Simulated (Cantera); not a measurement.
An isothermal, constant-pressure homogeneous reactor starts with 53.5 % NO, 46.5 % N₂, at 1575 K and 34.5 Torr.

Detailed kinetics in Cantera: GRI-Mech 3.0 (53 species, 325 reactions). Radical loss at walls, strong at low pressure, is not modelled.

Problem. Predict: x(NO) at 300 s; x(NO₂) at 300 s; x(O₂) at 300 s; x(N₂O) at 300 s; x(N₂) at 300 s; x(O) at 300 s.

Solution. 
```json
{
 "x(NO) at 300 s": "0.389 (gas-phase equilibrium 0.00189)",
 "x(NO₂) at 300 s": "0.000207 (gas-phase equilibrium 1.96e-6)",
 "x(O₂) at 300 s": "0.0725 (gas-phase equilibrium 0.266)",
 "x(N₂O) at 300 s": "4.74e-5 (gas-phase equilibrium 2.35e-8)",
 "x(N₂) at 300 s": "0.538 (gas-phase equilibrium 0.732)",
 "x(O) at 300 s": "1.42e-5 (gas-phase equilibrium 2.59e-5)"
}
```
